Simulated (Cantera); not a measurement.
A closed system holds: 1 mol Si₃N₄, 0.045 mol CO₂, 41 mol H₂, equilibrated at 1200 °C and 0.0720 bar.

Method: chemical equilibrium by Gibbs-energy minimisation in Cantera with the NASA 1993 tables (ideal gas, pure condensed phases). Candidate condensed phases: C, C₆H₆, C₇H₈, C₈H₁₈, H₂O, Si, SiC, SiO₂, Si₂N₂O, Si₃N₄; 151 gas species. Mutual solubility and eutectic melting of coexisting phases are not modelled. Equilibrium is a limit: real reactors are often held back by kinetics, nucleation or transport.

Base state: H₂ 0.998, N₂ 0.00146, H 4.72e-5 (mole fractions); condensed: SiC(s) + Si₂N₂O(s) + Si₃N₄(s).

Q: What changes in the equilibrium state with this change: Si₃N₄ replaced by SiC?

A: 
```
species          before     after
--------------  -------  --------
H₂                0.998     0.998
CO              5.76e-7   0.00163
SiO             3.96e-6  0.000553
N₂              0.00146         0
CH₄             3.36e-6   1.51e-5
H               4.72e-5   4.72e-5
SiC(s), mol      0.0448     0.977
Si₂N₂O(s), mol   0.0898         0
Si₃N₄(s), mol     0.925         0
```

Q: What changes in the equilibrium state with this change: temperature from 1200 °C to 1475 °C?

A: 
| species | before | after |
|---|---|---|
| H₂ | 0.998 | 0.951 |
| N₂ | 0.00146 | 0.0464 |
| SiO | 3.96e-6 | 0.00194 |
| Si | 3.14e-8 | 2.03e-5 |
| CO | 5.76e-7 | 0.000145 |
| SiC(s), mol | 0.0448 | 0.0378 |
| Si₂N₂O(s), mol | 0.0898 | 0 |
| Si₃N₄(s), mol | 0.925 | 0 |
| Si(l), mol | 0 | 2.88 |
Gases not in the tables: Si₂H₆ and higher silanes.
